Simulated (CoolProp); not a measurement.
Vapour-liquid equilibrium of C2F6 (R116) (1) + R143a (2) at 204.7 K; x and y are mole fractions of (1).

Computed with CoolProp (multi-fluid Helmholtz-energy mixture model, Lemmon 2006 and Lemmon and Jacobsen 2000; pair parameters Bell 2016).

```tsv
x	bubble pressure (bar)	y at the bubble point	dew pressure at overall composition x (bar)	liquid density (mol/L)
0.05	0.5698	0.444	[?]	14.34
0.2	1.056	0.730	0.4063	13.72
0.35	1.302	0.800	[?]	[?]
0.5	1.427	0.833	0.6278	12.62
0.65	1.507	0.858	0.8572	12.15
0.8	1.579	0.891	1.300	11.75
0.95	1.643	0.960	1.638	11.41
```

Problem. Fill in the missing entries.

Solution. 
- 0.05, dew pressure at overall composition x (bar): 0.3449
- 0.35, dew pressure at overall composition x (bar): 0.4937
- 0.35, liquid density (mol/L): 13.15

No azeotrope shows between x = 0.05 and 0.95.

The pair parameters rest on a limited set of measurements; away from them the model extrapolates. With so large a gap from Raoult's law the liquid may split in two, which this calculation doesn't test in full.
